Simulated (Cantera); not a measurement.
# Stirred combustor or abatement burner

A perfectly stirred reactor is fed with C₃H₈ : O₂ : N₂ = 1 : 3.33 : 12.5 (molar parts), equivalence ratio 1.5, at 500000 Pa; it is adiabatic with a 325 K inlet, and is followed from long to short residence time, starting on the burning branch (τ in s: 0.19, 0.065, 0.022, 0.0075, 0.0026, 0.00087, 0.00029, 0.0001, 3.4e-05, 1.2e-05).

Cantera simulation using GRI-Mech 3.0 (53 species, 325 reactions); the numbers are that mechanism's predictions, not measurements. GRI-Mech 3.0 was tuned for natural gas; its chemistry of propane as a main component is partial and can be far from experiment.

| τ (s) | T (K) | x C₃H₈ | x O₂ | x H₂O | x CH₃ | x CH₂ | x C₂H₄ | x CH₂CO |
|---|---|---|---|---|---|---|---|---|
| 0.19 | 1995 | 2.04e-7 | 5.42e-5 | 0.140 | 3.26e-5 | 1.51e-7 | 4.00e-6 | 1.73e-6 |
| 0.065 | 1997 | 5.73e-7 | 0.000144 | 0.141 | 7.20e-5 | 3.87e-7 | 1.12e-5 | 4.77e-6 |
| 0.022 | 1999 | 1.60e-6 | 0.000363 | 0.143 | 0.000141 | 9.55e-7 | 2.92e-5 | 1.22e-5 |
| 0.0075 | 1998 | 4.34e-6 | 0.000847 | 0.145 | 0.000249 | 2.24e-6 | 6.92e-5 | 2.79e-5 |
| 0.0026 | 1989 | 1.15e-5 | 0.00183 | 0.146 | 0.000405 | 4.92e-6 | 0.000152 | 5.74e-5 |
| 0.00087 | 1964 | 3.20e-5 | 0.00396 | 0.147 | 0.000635 | 1.02e-5 | 0.000344 | 0.000113 |
| 0.00029 | 1901 | 0.000105 | 0.00946 | 0.145 | 0.000961 | 1.74e-5 | 0.000916 | 0.000247 |
| 0.00010 | 325 | 0.0594 | 0.198 | <1e-12 | <1e-12 | <1e-12 | <1e-12 | <1e-12 |
| 3.4e-5 | 325 | 0.0594 | 0.198 | <1e-12 | <1e-12 | <1e-12 | <1e-12 | <1e-12 |
| 1.2e-5 | 325 | 0.0594 | 0.198 | <1e-12 | <1e-12 | <1e-12 | <1e-12 | <1e-12 |
x: mole fraction; the columns are a selection and need not sum to one.
